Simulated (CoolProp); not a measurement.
Saturated liquid density (kg/m³) of R1336mzz(E): the reference equation beside estimates from Tc = 130.4 °C, pc = 2.779 MPa, ω = 0.413.

The numbers come from the reference Helmholtz-energy equation of state, Akasaka 2023 in CoolProp.

```csv
T (°C),reference,van der Waals,Redlich-Kwong,Soave-Redlich-Kwong,Peng-Robinson
44.95,1261,710.1,1007,1086,1232
49.05,1246,701.6,991.9,1071,1215
53.15,1232,692.9,976.3,1055,1197
57.25,1216,684.0,960.2,1038,1179
61.45,1200,674.6,943.2,1021,1159
65.55,1183,665.1,926.1,1003,1138
69.65,1166,655.3,908.5,984.4,1117
73.75,1148,645.1,890.2,964.9,1095
77.85,1129,634.6,871.2,944.5,1072
81.95,1110,623.6,851.5,923.2,1047
```

Absolute difference from the reference over all 10 rows, mean and median: van der Waals 43.8 and 43.8 %, Redlich-Kwong 21.6 and 21.6 %, Soave-Redlich-Kwong 15.2 and 15.1 %, Peng-Robinson 3.7 and 3.6 %.
